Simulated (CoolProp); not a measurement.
Saturation properties of CHF3 (R23).

Values from CoolProp's reference Helmholtz-energy equation of state, Penoncello 2003.

```json
[
 {"T (°C)": "-89.35", "p (MPa)": "0.06503", "liquid cp (kJ/(kg K))": "1.226", "vapour viscosity (µPa s)": "9.07"},
 {"T (°C)": "-87.55", "p (MPa)": "0.07278", "liquid cp (kJ/(kg K))": "1.229", "vapour viscosity (µPa s)": "9.17"},
 {"T (°C)": "-85.75", "p (MPa)": "0.08125", "liquid cp (kJ/(kg K))": "1.231", "vapour viscosity (µPa s)": "9.27"},
 {"T (°C)": "-83.95", "p (MPa)": "0.09050", "liquid cp (kJ/(kg K))": "1.234", "vapour viscosity (µPa s)": "9.36"},
 {"T (°C)": "-82.15", "p (MPa)": "[?]", "liquid cp (kJ/(kg K))": "1.237", "vapour viscosity (µPa s)": "9.46"},
 {"T (°C)": "-80.35", "p (MPa)": "0.1115", "liquid cp (kJ/(kg K))": "1.240", "vapour viscosity (µPa s)": "[?]"},
 {"T (°C)": "-78.55", "p (MPa)": "0.1233", "liquid cp (kJ/(kg K))": "1.244", "vapour viscosity (µPa s)": "[?]"},
 {"T (°C)": "-76.75", "p (MPa)": "[?]", "liquid cp (kJ/(kg K))": "1.247", "vapour viscosity (µPa s)": "9.76"},
 {"T (°C)": "-74.95", "p (MPa)": "0.1499", "liquid cp (kJ/(kg K))": "1.251", "vapour viscosity (µPa s)": "9.85"},
 {"T (°C)": "-73.15", "p (MPa)": "0.1649", "liquid cp (kJ/(kg K))": "1.255", "vapour viscosity (µPa s)": "9.95"},
 {"T (°C)": "-71.35", "p (MPa)": "0.1809", "liquid cp (kJ/(kg K))": "1.259", "vapour viscosity (µPa s)": "10.1"},
 {"T (°C)": "-69.55", "p (MPa)": "0.1981", "liquid cp (kJ/(kg K))": "1.263", "vapour viscosity (µPa s)": "10.1"},
 {"T (°C)": "-67.75", "p (MPa)": "0.2166", "liquid cp (kJ/(kg K))": "1.268", "vapour viscosity (µPa s)": "10.2"},
 {"T (°C)": "-65.95", "p (MPa)": "0.2364", "liquid cp (kJ/(kg K))": "1.272", "vapour viscosity (µPa s)": "10.3"},
 {"T (°C)": "-64.15", "p (MPa)": "0.2575", "liquid cp (kJ/(kg K))": "1.277", "vapour viscosity (µPa s)": "10.4"}
]
```

**Question.** Some entries are withheld; supply them.

**Answer.** 
- -82.15, p (MPa): 0.1006
- -80.35, vapour viscosity (µPa s): 9.56
- -78.55, vapour viscosity (µPa s): 9.66
- -76.75, p (MPa): 0.1361

It boils at -82.0 °C under 1 atm.

Viscosity comes from a separate model (Shan 2000).
